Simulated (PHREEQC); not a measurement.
Consider water at 25 °C with 0.0128 mol HF, 0.00108 mol H2SiF6 and 0.034 mol HBF4 per kg of water. Closed to the air; pH follows from the charge balance.

All values are PHREEQC results (ion-association model, phreeqc.dat), not measurements.

- pH = 1.50
- ionic strength = 0.0372 mol/kgw
- total alkalinity = -155 meq/kg

```json
[
 {"species": "H+", "molality": "0.0361", "activity": "0.0313", "log γ": "-0.063"},
 {"species": "BF4-", "molality": "0.0327", "activity": "0.0274", "log γ": "-0.077"},
 {"species": "HF", "molality": "0.0150", "activity": "0.0151", "log γ": "0.004"},
 {"species": "SiF6-2", "molality": "0.00108", "activity": "0.000543", "log γ": "-0.299"},
 {"species": "BF3OH-", "molality": "0.000794", "activity": "0.000665", "log γ": "-0.077"},
 {"species": "H3BO3", "molality": "0.000427", "activity": "0.000431", "log γ": "0.004"},
 {"species": "F-", "molality": "0.000389", "activity": "0.000323", "log γ": "-0.081"},
 {"species": "BF2(OH)2-", "molality": "7.16e-5", "activity": "6.00e-5", "log γ": "-0.077"},
 {"species": "HF2-", "molality": "2.24e-5", "activity": "1.87e-5", "log γ": "-0.077"},
 {"species": "H4SiO4", "molality": "3.26e-7", "activity": "3.29e-7", "log γ": "0.004"},
 {"species": "BF(OH)3-", "molality": "6.61e-8", "activity": "5.54e-8", "log γ": "-0.077"}
]
```

Precipitation was switched off in this run. Species that the database lacks are ignored. SiF6-2 is the database's only silicon fluoride. Real BF4- forms and hydrolyses slowly; the run takes it at equilibrium.
